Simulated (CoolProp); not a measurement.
p-xylene along the isobar 0.101 MPa: density (kg/m³) from the reference equation and from simpler models built on Tc = 343.0 °C, pc = 3.532 MPa, ω = 0.324; each cubic takes its own stable root.

Computed with CoolProp (reference Helmholtz-energy equation of state, Zhou 2012).

```
T (°C)   phase  reference  van der Waals  Redlich-Kwong
------  ------  ---------  -------------  -------------
47.05   liquid      837.5          4.192          703.7
83.75   liquid      804.8          3.728          674.9
120.35  liquid      770.6          3.360          3.395
157.05     gas      3.120          3.059          3.081
193.75     gas      2.843          2.809          2.823
230.35     gas      2.618          2.597          2.607
267.05     gas      2.428          2.416          2.422
303.65     gas      2.266          2.259          2.263
340.35     gas      2.126          2.120          2.123
```

At some of these states van der Waals, Redlich-Kwong gives the other phase, because its saturation line lies elsewhere.
